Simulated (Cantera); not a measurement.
Feed: 1 mol SiH2Cl2, 0.0056 mol Cl2, 240 mol N2, equilibrated at 13.3 mbar.

These are equilibrium values from Cantera (NASA tables, ideal gas, pure condensed phases), not measurements of a reactor. Candidate condensed phases: NH4Cl, Si, Si3N4; 28 gas species. The tables' values for SiCl3 are old estimates; treat these amounts as uncertain. The numbers say what is thermodynamically allowed, not how fast it happens. All values below are at 1625 K.

Base state: N2 0.992, HCl 0.00371, H2 0.00227, SiCl2 0.00225, Cl 3.74e-5, H 2.91e-5, SiCl3 2.40e-5 (mole fractions); condensed: Si3N4(s).

Problem. What changes in the equilibrium state with this change: pressure from 13.3 mbar to 1.20 mbar?

Solution. 
```
species         before     after
-------------  -------  --------
N2               0.992     0.992
SiCl2          0.00225   0.00300
H2             0.00227   0.00298
HCl            0.00371   0.00220
Si             1.30e-6   7.17e-5
SiCl           3.18e-6   2.73e-5
SiCl3          2.40e-5   4.98e-6
H              2.91e-5  0.000111
Si3N4(s), mol    0.150    0.0822
```
The tables' values for SiCl are old estimates; treat these amounts as uncertain.

Problem. What changes in the equilibrium state with this change: Cl2 from 0.0056 to 0.21 mol?

Solution. 
```csv
species,before,after
N2,0.992,0.991
HCl,0.00371,0.00404
SiCl2,0.00225,0.00290
SiCl3,2.40e-5,3.51e-5
Cl,3.74e-5,4.25e-5
H2,0.00227,0.00210
"Si3N4(s), mol",0.150,0.0960
```
